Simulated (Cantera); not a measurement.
Cantera run, input and output.

```python
import numpy as np
import cantera as ct

gas = ct.Solution("gri30.yaml")
gas.TP = 300, 100000
flame = ct.CounterflowDiffusionFlame(gas, width=0.02)
flame.fuel_inlet.X, flame.fuel_inlet.T = {'CH4': 1, 'CO': 0.51}, 400
flame.oxidizer_inlet.X, flame.oxidizer_inlet.T = {'O2': 0.27, 'N2': 0.73}, 600
flame.set_refine_criteria(ratio=3, slope=0.12, curve=0.24, prune=0.03)
show = ['OH', 'H', 'NO', 'CO', 'C2H2']

rows = []
print(f"{'mdot':>8s}{'a_max':>10s}{'a_mean':>10s}{'Tmax/K':>9s}" + "".join(f"{s:>11s}" for s in show) + "   (peak mole fractions)")
for i, mdot in enumerate([0.25, 0.4, 0.62, 0.99, 1.6, 2.5, 3.9]):  # kg/m2/s on the oxidiser side
    flame.oxidizer_inlet.mdot, flame.fuel_inlet.mdot = mdot, 0.91 * mdot
    flame.solve(loglevel=0, auto=(i == 0))
    if flame.T.max() < max(400, 600) + 100:
        print(f"{mdot:8.3g}  no burning solution found from the previous one")
        break
    dT = np.abs(np.gradient(flame.T, flame.grid))
    rows.append([flame.strain_rate("max"), flame.strain_rate("mean"), flame.T.max(),
                 *(flame.X[gas.species_index(s)].max() for s in show), max(dT[0], dT[-1]) / dT.max()])
    print(f"{mdot:8.3g}{rows[-1][0]:10.1f}{rows[-1][1]:10.1f}{rows[-1][2]:9.1f}" + "".join(f"{x:11.3e}" for x in rows[-1][3:-1]))
```

Output:

```
    mdot     a_max    a_mean   Tmax/K         OH          H         NO         CO       C2H2   (peak mole fractions)
    0.25     210.6      40.3   2373.2  1.452e-02  6.442e-03  6.329e-04  3.377e-01  1.780e-02
     0.4     319.6      64.4   2340.6  1.461e-02  6.930e-03  5.282e-04  3.377e-01  1.707e-02
    0.62     473.8      99.9   2314.7  1.452e-02  7.356e-03  4.516e-04  3.377e-01  1.628e-02
    0.99     725.8     159.5   2292.8  1.440e-02  7.831e-03  3.854e-04  3.377e-01  1.541e-02
     1.6    1130.1     257.7   2271.5  1.419e-02  8.307e-03  3.228e-04  3.377e-01  1.453e-02
     2.5    1707.5     402.7   2245.4  1.372e-02  8.613e-03  2.603e-04  3.377e-01  1.345e-02
     3.9    2584.9     628.2   2214.8  1.305e-02  8.768e-03  1.970e-04  3.377e-01  1.204e-02
```

Computed with Cantera and GRI-Mech 3.0 (53 species, 325 reactions). GRI-Mech 3.0 has no aromatics or soot, which form on the fuel side of real flames. The maximum strain rate includes the flame's own expansion and is several times the mean.
